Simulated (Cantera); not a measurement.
An isothermal, constant-pressure homogeneous reactor starts with H₂ : O₂ = 0.037 : 1 (molar parts), equivalence ratio 0.018, at 1450 K and 12.8 Torr.

Computed with Cantera and GRI-Mech 3.0 (53 species, 325 reactions). Radical loss at walls, strong at low pressure, is not modelled. The temperature is held fixed by assumption; the heat of reaction is taken as removed at once.

One state of this run: x H₂ = 8.73e-5; x O₂ = 0.958; x HO₂ = 6.70e-7; x H₂O₂ = 2.09e-8; x OH = 0.00218; x H = 0.000226. x: mole fraction; the columns are a selection and need not sum to one.

Task: Which value of t (s) does it belong to?
A. 0.209
B. 0.560
C. 1.50
D. 0.00153

Result: A, 0.209
